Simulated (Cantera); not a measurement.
Charge: 1 mol SiH2Cl2, 0.0035 mol Cl2, 26 mol N2, equilibrated at 0.240 bar.

Method: chemical equilibrium by Gibbs-energy minimisation in Cantera with the NASA 1993 tables (ideal gas, pure condensed phases). Candidate condensed phases: NH4Cl, Si, Si3N4; 28 gas species. N2 is the only nitrogen source here; it is nearly inert below about 1500 K, so the nitride shown seldom forms there in practice. Kinetics and transport are ignored.

Over these rows the condensed part is Si3N4(s). Partial pressures as log10 of bar:

```json
[
 {"T (K)": "1050", "1000/T (1/K)": "0.9524", "log p SiCl2": "-7.20", "log p N2": "-0.65", "log p HCl": "-1.93", "log p H2": "-2.53"},
 {"T (K)": "1150", "1000/T (1/K)": "0.8696", "log p SiCl2": "?", "log p N2": "-0.65", "log p HCl": "-1.92", "log p H2": "-2.56"},
 {"T (K)": "1250", "1000/T (1/K)": "0.8000", "log p SiCl2": "-5.00", "log p N2": "-0.65", "log p HCl": "-1.91", "log p H2": "-2.58"},
 {"T (K)": "1350", "1000/T (1/K)": "0.7407", "log p SiCl2": "-4.16", "log p N2": "-0.65", "log p HCl": "-1.90", "log p H2": "-2.60"},
 {"T (K)": "1450", "1000/T (1/K)": "0.6897", "log p SiCl2": "-3.47", "log p N2": "-0.65", "log p HCl": "-1.91", "log p H2": "-2.59"},
 {"T (K)": "1550", "1000/T (1/K)": "0.6452", "log p SiCl2": "-2.95", "log p N2": "-0.65", "log p HCl": "-1.93", "log p H2": "-2.55"}
]
```

Task: Fit log p(SiCl2) = a + b·(1000/T) to the five rows, give the apparent enthalpy, and predict the row at 1150 K.

Result: Means: 1000/T = 0.7656, log p = -4.556. Sxy = -0.794823, Sxx = 0.0569546, so b = -13.96 and a = -4.556 − (-13.96)×0.7656 = 6.13.
Apparent enthalpy: −19.145 × (-13.96) = 267 kJ/mol. With the condensed phases at unit activity, 1/3 Si3N4(s) + 2 HCl(g) = SiCl2(g) + 2/3 N2(g) + H2(g) links this pressure to the main gases: over the six rows their terms move log p by +0.02 in all, so the slope is close to that reaction's ΔH°. The five rows lie within 0.07 of the line.
Prediction at 1150 K: 6.13 + (-13.96)×0.8696 = -6.01. The computed value is -6.00, 0.01 from the line.
